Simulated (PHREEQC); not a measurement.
Make-up at 38 °C: 0.0074 mol Cu(BF4)2, 4.3e-05 mol HCl and 0.0011 mol Na2SO4 per kg of water. Closed to the air; pH follows from the charge balance.

Model: ion-association model, wateq4f.dat, run in PHREEQC.

### Question
The ionic strength comes out as 0.0251 mol/kgw. What activity coefficients do BF3OH-, H+, HSO4-, Cu+2, BF2(OH)2- get?

### Answer
BF3OH- 0.85, H+ 0.88, HSO4- 0.86, Cu+2 0.56, BF2(OH)2- 0.85.

This is a speciation only: nothing precipitates in the calculation. At this temperature some constants are extrapolated from 25 °C, and those without enthalpy data are left unchanged. Real BF4- forms and hydrolyses slowly; the run takes it at equilibrium.
